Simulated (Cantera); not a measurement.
Standard-state values (1 bar) from the NASA 1993 polynomials, evaluated with Cantera. Values are per mole of reaction as written; species without (g) are pure solids or liquids, kept so even where they would boil at 1 bar. ZrN: taken at fixed stoichiometry.

3 N2O(g) + 6 ZrO2(g) ⇌ 6 ZrN + 5 O3(g), with ΔH° = -10.1 kJ and ΔS° = -873.6 J/K at 300 K.

Task: How far is the shortcut ΔG° ≈ ΔH°(300 K) − T·ΔS°(300 K) from the full temperature-dependent value at 625, 700, 775, 850, 925, 1000, 1075 K?

Result: 
| T (K) | shortcut (kJ) | full (kJ) | difference (kJ) | difference in log10 K |
|---|---|---|---|---|
| 625 | 535.9 | 528.0 | 8.0 | -0.67 |
| 700 | 601.5 | 589.5 | 11.9 | -0.89 |
| 775 | 667.0 | 650.5 | 16.5 | -1.11 |
| 850 | 732.5 | 710.8 | 21.7 | -1.34 |
| 925 | 798.0 | 770.5 | 27.5 | -1.55 |
| 1000 | 863.5 | 829.7 | 33.9 | -1.77 |
| 1075 | 929.1 | 888.3 | 40.7 | -1.98 |
The shortcut ignores the heat-capacity change of the reaction.
